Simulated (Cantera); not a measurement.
A closed system holds: 1 mol SiCl4, 0.15 mol HCl, 13 mol H2, equilibrated at 23000 Pa.

Method: chemical equilibrium by Gibbs-energy minimisation in Cantera with the NASA 1993 tables (ideal gas, pure condensed phases). Candidate condensed phases: Si; 19 gas species. The tables' values for SiCl3, SiCl are old estimates; treat these amounts as uncertain. Rates play no part.

x: gas mole fraction; n: condensed amount in mol.

```
T (K)   x H2   x HCl  x SiCl2   x SiCl4  x SiHCl3  x SiCl3  n Si(s)
-----  -----  ------  -------  --------  --------  -------  -------
1223   0.873  0.0586  0.00958    0.0353    0.0162  0.00651   0.0152
1273   0.860  0.0724   0.0158    0.0288    0.0137  0.00832   0.0241
1323   0.847  0.0860   0.0239    0.0218    0.0109  0.00975   0.0208
1373   0.834  0.0981   0.0332    0.0151   0.00815   0.0104  0.00613
1423   0.823   0.110   0.0414   0.00973   0.00567   0.0101        0
1473   0.814   0.119        ?         ?         ?  0.00905        0
1523   0.807   0.127   0.0529   0.00335   0.00239  0.00770        0
1573   0.802   0.131   0.0565   0.00186   0.00151  0.00633        0
1623   0.799   0.134   0.0590         ?         ?  0.00512        0
1673   0.797   0.137   0.0608  0.000580  0.000607  0.00411        0
```

Complete the blanks.


- 1623, x SiCl4: 0.00103
- 1623, x SiHCl3: 0.000953
- 1473, x SiCl2: 0.0479
- 1473, x SiCl4: 0.00585
- 1473, x SiHCl3: 0.00374
